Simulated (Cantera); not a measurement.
# Equilibrium for chlorosilane synthesis and conversion: SiCl₄ + Cl₂ + H₂

Input: 1 mol SiCl₄, 1.7 mol Cl₂, 0.38 mol H₂, at 673 K and 5.10 bar.

These are equilibrium values from Cantera (NASA tables, ideal gas, pure condensed phases), not measurements of a reactor. Candidate condensed phases: Si; 19 gas species. Equilibrium is a limit: real reactors are often held back by kinetics, nucleation or transport.

The x(Cl₂) is 0.429, the x(SiCl₄) comes out as 0.325 and the x(HCl) is 0.247. The gas amount is 3.080 mol. The log10 activity of Si(s) (absent) is -44.95.
